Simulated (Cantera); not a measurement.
An adiabatic, constant-pressure homogeneous reactor starts with CH4 : C2H6 : O2 : N2 = 1 : 0.17 : 1.62 : 6.49 (molar parts), at 1150 K and 0.520 bar. Integrator tolerance rtol = 1e-08.

Computed with Cantera and GRI-Mech 3.0 (53 species, 325 reactions).

### Question
What does this change do: 0.84 parts H2O added?

### Answer
```tsv
quantity	before	after
time of steepest temperature rise	11.5 ms	12.2 ms
temperature at 2.00 s	2417 K	2323 K
equilibrium temperature	2417 K	2323 K
x(CH4) at 2.00 s	<1e-12 (gas-phase equilibrium <1e-12)	<1e-12 (gas-phase equilibrium <1e-12)
x(C2H6) at 2.00 s	<1e-12 (gas-phase equilibrium <1e-12)	<1e-12 (gas-phase equilibrium <1e-12)
x(O2) at 2.00 s	9.16e-5 (gas-phase equilibrium 9.16e-5)	5.96e-5 (gas-phase equilibrium 5.96e-5)
x(NO) at 2.00 s	0.000369 (gas-phase equilibrium 0.000369)	0.000238 (gas-phase equilibrium 0.000238)
x(H2O) at 2.00 s	0.151 (gas-phase equilibrium 0.151)	0.207 (gas-phase equilibrium 0.207)
x(NO2) at 2.00 s	5.39e-9 (gas-phase equilibrium 5.39e-9)	3.14e-9 (gas-phase equilibrium 3.14e-9)
x(C2H) at 2.00 s	<1e-12 (gas-phase equilibrium <1e-12)	<1e-12 (gas-phase equilibrium <1e-12)
```

### Question
What does this change do: pressure from 0.520 bar to 1.40 bar?

### Answer
```
quantity                                                              before                                      after
---------------------------------  -----------------------------------------  -----------------------------------------
time of steepest temperature rise                                    11.5 ms                                    5.90 ms
temperature at 2.00 s                                                 2417 K                                     2438 K
equilibrium temperature                                               2417 K                                     2438 K
x(CH4) at 2.00 s                       <1e-12 (gas-phase equilibrium <1e-12)  3.47e-12 (gas-phase equilibrium 3.93e-12)
x(C2H6) at 2.00 s                      <1e-12 (gas-phase equilibrium <1e-12)      <1e-12 (gas-phase equilibrium <1e-12)
x(O2) at 2.00 s                      9.16e-5 (gas-phase equilibrium 9.16e-5)    4.24e-5 (gas-phase equilibrium 4.24e-5)
x(NO) at 2.00 s                    0.000369 (gas-phase equilibrium 0.000369)  0.000261 (gas-phase equilibrium 0.000261)
x(H2O) at 2.00 s                         0.151 (gas-phase equilibrium 0.151)        0.152 (gas-phase equilibrium 0.152)
x(NO2) at 2.00 s                     5.39e-9 (gas-phase equilibrium 5.39e-9)    4.17e-9 (gas-phase equilibrium 4.17e-9)
x(C2H) at 2.00 s                       <1e-12 (gas-phase equilibrium <1e-12)      <1e-12 (gas-phase equilibrium <1e-12)
```

### Question
What does this change do: constant volume in place of constant pressure?

### Answer
```
quantity                                                              before                                      after
---------------------------------  -----------------------------------------  -----------------------------------------
time of steepest temperature rise                                    11.5 ms                                    10.8 ms
temperature at 2.00 s                                                 2417 K                                     2684 K
equilibrium temperature                                               2417 K                                     2684 K
x(CH4) at 2.00 s                       <1e-12 (gas-phase equilibrium <1e-12)  1.19e-12 (gas-phase equilibrium 1.37e-12)
x(C2H6) at 2.00 s                      <1e-12 (gas-phase equilibrium <1e-12)      <1e-12 (gas-phase equilibrium <1e-12)
x(O2) at 2.00 s                      9.16e-5 (gas-phase equilibrium 9.16e-5)  0.000421 (gas-phase equilibrium 0.000421)
x(NO) at 2.00 s                    0.000369 (gas-phase equilibrium 0.000369)    0.00124 (gas-phase equilibrium 0.00124)
x(H2O) at 2.00 s                         0.151 (gas-phase equilibrium 0.151)        0.147 (gas-phase equilibrium 0.147)
x(NO2) at 2.00 s                     5.39e-9 (gas-phase equilibrium 5.39e-9)    4.81e-8 (gas-phase equilibrium 4.81e-8)
x(C2H) at 2.00 s                       <1e-12 (gas-phase equilibrium <1e-12)      <1e-12 (gas-phase equilibrium <1e-12)
```
